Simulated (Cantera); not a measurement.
Feed: 1 mol Ti(NMe₂)₄, 0.13 mol CH₄, at 1575 K and 1.00 Torr.

Cantera equilibrium calculation (NASA polynomials, part measured and part estimated; ideal gas, pure solids and liquids). Candidate condensed phases: C, C₆H₆, C₇H₈, C₈H₁₈, Ti, TiC, TiN; 93 gas species. The feed counts by its element totals alone. TiC: taken at fixed stoichiometry. Kinetics and transport are ignored.

Base state: H₂ 0.858, N₂ 0.140, H 0.00105, HCN 0.000606, C₂H₂ (acetylene) 1.81e-5, HNC 1.29e-5 (mole fractions); condensed: C(graphite) + TiC(s).

Q: What changes in the equilibrium state with this change: pressure from 1.00 Torr to 0.120 Torr?

A: 
```tsv
species	before	after
H₂	0.858	0.857
N₂	0.140	0.140
H	0.00105	0.00304
C₂H₂ (acetylene)	1.81e-5	1.81e-5
HNC	1.29e-5	1.29e-5
C(graphite), mol	7.12	7.12
TiC(s), mol	1.00	1.00
```
